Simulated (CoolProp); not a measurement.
R13 at several states: density (kg/m³) from the reference equation and from simpler models built on Tc = 29.9 °C, pc = 3.973 MPa, ω = 0.175; each cubic takes its own stable root.

Model: reference Helmholtz-energy equation of state, Platzer 1990, in CoolProp. This equation is an older, rougher fit; its heat capacities, sound speeds and derivatives of the liquid may be far off and weren't checked against measurements.

| T (°C) | p (MPa) | phase | reference | van der Waals | Peng-Robinson |
|---|---|---|---|---|---|
| 132.95 | 0.0567 | gas | 1.757 | 1.758 | 1.758 |
| 162.65 | 5.77 | supercritical | … | … | 193.9 |
| 168.05 | 0.0245 | gas | 0.6980 | 0.6981 | 0.6981 |
| -30.95 | 0.628 | gas | … | … | 37.20 |

**Question.** Some entries are withheld; supply them.

**Answer.** 
- 162.65, reference: 190.7
- 162.65, van der Waals: 202.7
- -30.95, reference: 37.31
- -30.95, van der Waals: 35.66
